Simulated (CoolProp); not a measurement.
2000 sccm (0 °C, 1 atm) of nitrogen bubbles through liquid water at 291.9 K and leaves saturated at a total pressure of 0.0524 MPa (ideal gas phase). Each further row changes one setting.

The numbers come from the reference Helmholtz-energy equation of state, Wagner 2002 in CoolProp.

```json
[
 {"case": "as stated", "vapour pressure (kPa)": "2.16", "mole fraction of vapour": "0.0413", "delivery (mg/min)": "69.3", "delivery (sccm)": "86.2", "change of delivery for a bath 1 K warmer (%)": "6.7"},
 {"case": "bath temperature 296.9 K", "vapour pressure (kPa)": "2.94", "mole fraction of vapour": "0.0561", "delivery (mg/min)": "95.6", "delivery (sccm)": "119", "change of delivery for a bath 1 K warmer (%)": "6.6"},
 {"case": "total pressure 0.105 MPa", "vapour pressure (kPa)": "2.16", "mole fraction of vapour": "0.0206", "delivery (mg/min)": "33.8", "delivery (sccm)": "42.1", "change of delivery for a bath 1 K warmer (%)": "6.6"}
]
```
